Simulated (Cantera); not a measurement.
Cantera run:

```python
import numpy as np
import cantera as ct

gas_names = """
    NO N2
""".split()
cond_names = """
    NbO2(I) NbO2(II) NbO2(III) NbO2(L) Nb2O5(s) Nb2O5(L)
""".split()


# ... load() reads the species with a 1 bar reference pressure and builds the phases ...
species = {s.name: s for s in load("nasa_gas.yaml", gas_names) + load("nasa_condensed.yaml", cond_names)}
# Each term lists the table entries of one substance; the one whose range holds T is used.
reactions = {
    '2 NO(g) + 4 NbO2 = 2 Nb2O5 + N2(g)':
        [(-2, ['NO']), (-4, ['NbO2(I)', 'NbO2(II)', 'NbO2(III)', 'NbO2(L)']), (2, ['Nb2O5(s)', 'Nb2O5(L)']), (1, ['N2'])],
}


def pick(names, T):
    return next(species[n] for n in names if species[n].thermo.min_temp <= T <= species[n].thermo.max_temp)


results = []
for label, terms in reactions.items():
    print(label)
    print("     T/K   dH/kJ  dS/(J/K)   dG/kJ   log10 K")
    for T in [1423, 1573, 1723, 1873, 2023, 2173, 2323, 2473, 2623, 2773, 2923]:
        used = [(nu, pick(names, T)) for nu, names in terms]
        dH = sum(nu * s.thermo.h(T) for nu, s in used) / 1e6
        dS = sum(nu * s.thermo.s(T) for nu, s in used) / 1e3
        dG = dH - T * dS / 1e3
        logK = -dG * 1e6 / (ct.gas_constant * T * np.log(10))
        results.append((label, T, dH, dS, dG, logK, [s.name for _, s in used]))
        print(f"{T:8g} {dH:8.1f} {dS:8.1f} {dG:8.1f} {logK:8.2f}")
```

Result:

```
2 NO(g) + 4 NbO2 = 2 Nb2O5 + N2(g)
     T/K   dH/kJ  dS/(J/K)   dG/kJ   log10 K
    1423   -830.7   -198.8   -547.7    20.11
    1573   -831.5   -199.4   -517.9    17.20
    1723   -832.1   -199.8   -487.9    14.79
    1873   -613.7    -77.5   -468.5    13.06
    2023   -596.5    -68.7   -457.5    11.81
    2173   -579.2    -60.5   -447.8    10.76
    2323   -936.8   -225.0   -414.1     9.31
    2473   -926.3   -220.6   -380.6     8.04
    2623   -915.8   -216.5   -347.9     6.93
    2773   -905.3   -212.6   -315.7     5.95
    2923   -894.8   -208.9   -284.1     5.08
```

Cantera with NASA thermochemical tables; ideal gases at 1 bar, condensed phases pure. Condensed species are held in their standard states even where they would react or evaporate.
